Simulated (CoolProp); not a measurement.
1,2-dichloroethane along the isobar 206 bar: fugacity coefficient from the reference equation and from simpler models built on Tc = 288.4 °C, pc = 52.26 bar, ω = 0.269; each cubic takes its own stable root.

The numbers come from the reference Helmholtz-energy equation of state, Thol 2015 in CoolProp.

```json
[
 {"T (°C)": "123.85", "phase": "liquid", "reference": "0.02441"},
 {"T (°C)": "134.15", "phase": "liquid", "reference": "0.03058"},
 {"T (°C)": "144.45", "phase": "liquid", "reference": "0.03776"},
 {"T (°C)": "154.75", "phase": "liquid", "reference": "0.04600"},
 {"T (°C)": "165.05", "phase": "liquid", "reference": "0.05536"},
 {"T (°C)": "175.35", "phase": "liquid", "reference": "0.06587"},
 {"T (°C)": "185.65", "phase": "liquid", "reference": "0.07755"},
 {"T (°C)": "195.95", "phase": "liquid", "reference": "0.09041"},
 {"T (°C)": "206.25", "phase": "liquid", "reference": "0.1044"},
 {"T (°C)": "216.55", "phase": "liquid", "reference": "0.1196"},
 {"T (°C)": "226.85", "phase": "liquid", "reference": "0.1360"}
]
```

Task: How far does each simpler model (Redlich-Kwong, Peng-Robinson) lie from the reference over these 11 states: mean and median of the absolute difference, and the worst?

Result: 
- Redlich-Kwong: mean 45.0 %, median 43.1 %, worst +70.9 % at 123.85 °C and 206 bar
- Peng-Robinson: mean 0.7 %, median 0.7 %, worst +1.2 % at 226.85 °C and 206 bar
